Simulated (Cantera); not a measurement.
Input: 1 mol HF, 0.3 mol H₂, equilibrated at 390000 Pa.

Method: chemical equilibrium by Gibbs-energy minimisation in Cantera with the NASA 1993 tables (ideal gas, pure condensed phases). Rates play no part. All values below are at 1548 K.

Base state: HF 0.769, H₂ 0.231, H₂F₂ 2.78e-5 (mole fractions); condensed: gas only.

What changes in the equilibrium state with this change: HF replaced by HI?


| species | before | after |
|---|---|---|
| HI | 0 | 0.472 |
| H₂ | 0.231 | 0.332 |
| I | 0 | 0.154 |
| HF | 0.769 | 0 |
| I₂ | 0 | 0.0418 |
| H₂F₂ | 2.78e-5 | 0 |
Further candidate phases: I₂.
